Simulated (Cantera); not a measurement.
A freely propagating, adiabatic, planar premixed flame of CH4 : CO : O2 : N2 : H2O = 1 : 0.27 : 2.13 : 8.03 : 0.29 (molar parts), unburnt at 600 K and 1.00 bar; mixture-averaged transport, grid criteria slope 0.08 and curve 0.16, no radiation.

Cantera simulation using GRI-Mech 3.0 (53 species, 325 reactions); the numbers are that mechanism's predictions, not measurements. Burning velocities carry a grid error of a few per cent, more on coarse grids.

Problem. Predict: laminar burning velocity; thermal thickness; peak x(CH2); peak x(C2H); peak x(HCN).

Solution. laminar burning velocity: 129 cm/s
thermal thickness: 0.342 mm
peak x(CH2): 5.51e-5
peak x(C2H): 2.44e-7
peak x(HCN): 3.08e-6
